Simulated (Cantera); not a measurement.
An isothermal, constant-pressure homogeneous reactor starts with 5.48 % H₂, 94.5 % O₂, at 1125 K and 2670 Pa.

Detailed kinetics in Cantera: the H2/O2 subset of GRI-Mech 3.0, which has no nitrogen chemistry. Radical loss at walls, strong at low pressure, is not modelled. The temperature is held fixed by assumption; the heat of reaction is taken as removed at once.

x: mole fraction; the columns are a selection and need not sum to one.

```csv
t (s),x H₂,x O₂,x OH,x H₂O₂,x H₂O,x H
0.000500,0.0548,0.945,1.70e-7,1.30e-11,4.44e-7,?
0.00128,0.0517,0.943,0.000801,2.50e-8,0.00227,?
0.00328,0.00104,0.914,0.00277,2.17e-7,0.0490,?
0.00841,0.000484,0.929,0.00188,2.12e-7,0.0531,?
0.0215,0.000138,0.939,0.000994,1.93e-7,0.0554,?
0.0552,2.56e-5,0.943,0.000430,1.32e-7,0.0561,?
0.141,4.31e-6,0.943,0.000180,6.66e-8,0.0563,?
0.362,8.25e-7,0.944,8.08e-5,2.77e-8,0.0563,?
0.928,1.92e-7,0.944,3.97e-5,1.07e-8,0.0563,?
2.38,5.30e-8,0.944,2.12e-5,4.02e-9,0.0564,?
6.09,1.66e-8,0.944,1.20e-5,1.52e-9,0.0564,6.57e-10
15.6,5.71e-9,0.944,7.04e-6,5.88e-10,0.0564,1.35e-10
40.0,2.16e-9,0.944,4.35e-6,2.41e-10,0.0564,3.17e-11
```

Question: Some entries are withheld; supply them.

Answer: 
- 0.000500, x H: 1.61e-7
- 0.00128, x H: 0.000820
- 0.00328, x H: 0.00764
- 0.00841, x H: 0.00257
- 0.0215, x H: 0.000383
- 0.0552, x H: 3.12e-5
- 0.141, x H: 2.28e-6
- 0.362, x H: 2.03e-7
- 0.928, x H: 2.40e-8
- 2.38, x H: 3.64e-9
